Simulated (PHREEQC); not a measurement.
A solution holds 0.0079 mol NH4Cl, 0.03 mol Na2SO4 and 0.036 mol KCl per kg of water, at 85 °C. Closed to the air; pH follows from the charge balance.

The numbers come from PHREEQC with the ion-association model, phreeqc.dat.

```json
{
 "pH": "5.39",
 "ionic_strength": "0.120 mol/kgw",
 "specific_conductance": "26300 µS/cm",
 "density": "0.974 g/cm³"
}
```

| species | molality | activity | log γ |
|---|---|---|---|
| Na+ | 0.0572 | 0.0429 | -0.125 |
| Cl- | 0.0439 | 0.0319 | -0.138 |
| K+ | 0.0323 | 0.0234 | -0.140 |
| SO4-2 | 0.0229 | 0.00709 | -0.509 |
| NH4+ | 0.00725 | 0.00508 | -0.155 |
| KSO4- | 0.00370 | 0.00279 | -0.122 |
| NaSO4- | 0.00277 | 0.00209 | -0.122 |
| NH4SO4- | 0.000623 | 0.000464 | -0.128 |
| NH3 | 2.29e-5 | 2.35e-5 | 0.012 |

This is a speciation only: nothing precipitates in the calculation. Species that the database lacks are ignored. Away from 25 °C the constants follow the database's enthalpies or fits; those with neither stay at their 25 °C values.
